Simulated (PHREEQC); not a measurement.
A made-up water analysis in mg/L, 25 °C, pH 8.36, pe 9.5:

| constituent | mg/L |
|---|---|
| Na | 7.09 |
| K | 12 |
| Ca | 2.45 |
| Mg | 18.7 |
| Cl | 55.8 |
| S(6) as SO4 | 9.71 |
| Alkalinity as HCO3 | 32.6 |
| Pb | 0.0881 |
| Cd | 0.126 |
| Si as SiO2 | 2.01 |
| B | 0.227 |

Valence states are taken as typed.

Model: ion-association model, wateq4f.dat, run in PHREEQC.

```yaml
ionic_strength: 0.00317 mol/kgw
charge_balance_error: -0.7 %
```

```csv
species,molality,activity,log γ
Cl-,0.00157,0.00148,-0.027
Mg+2,0.000753,0.000593,-0.104
HCO3-,0.000503,0.000474,-0.026
Na+,0.000308,0.000290,-0.027
K+,0.000307,0.000288,-0.027
SO4-2,9.03e-5,7.09e-5,-0.105
Ca+2,5.98e-5,4.70e-5,-0.105
H4SiO4,3.23e-5,3.23e-5,0.000
H3BO3,1.84e-5,1.84e-5,0.000
MgSO4,9.84e-6,9.85e-6,0.000
CO3-2,6.48e-6,5.09e-6,-0.104
CO2,4.65e-6,4.65e-6,0.000
MgHCO3+,3.50e-6,3.29e-6,-0.027
```

This is a speciation only: nothing precipitates in the calculation. Saturation is exceeded, for instance for Otavite, Pb(OH)2; the values hold only as long as no solid forms.
